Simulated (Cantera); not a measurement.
A closed system holds: 1 mol V₂O₃, a varied amount of H₂, 2.1 mol H₂O, held at 1850 °C and 0.0133 bar.

These are equilibrium values from Cantera (NASA tables, ideal gas, pure condensed phases), not measurements of a reactor. Candidate condensed phases: H₂O, V, VO, V₂O₃, V₂O₄, V₂O₅; 12 gas species. VO: taken at fixed stoichiometry. Rates play no part.

Which condensed phases are stable at each of these points (n(H₂) (mol)): 78, 110, 150, 200, 270, 370, 510, 690, 950, 1300, 1800, 2400?


| n(H₂) (mol) | condensed phases | V condensed (%) |
|---|---|---|
| 78 | VO(l) | 78.1 |
| 110 | VO(l) | 76.9 |
| 150 | VO(l) | 75.3 |
| 200 | VO(l) | 73.2 |
| 270 | VO(l) | 70.1 |
| 370 | VO(l) | 65.4 |
| 510 | VO(l) | 58.5 |
| 690 | VO(l) | 49.0 |
| 950 | VO(l) | 34.2 |
| 1300 | VO(l) | 12.6 |
| 1800 | gas only | 0.0 |
| 2400 | gas only | 0.0 |

From 78 mol H₂ to 1300 mol H₂ the condensed part is VO(l). From 1800 mol H₂ to 2400 mol H₂ nothing is condensed.
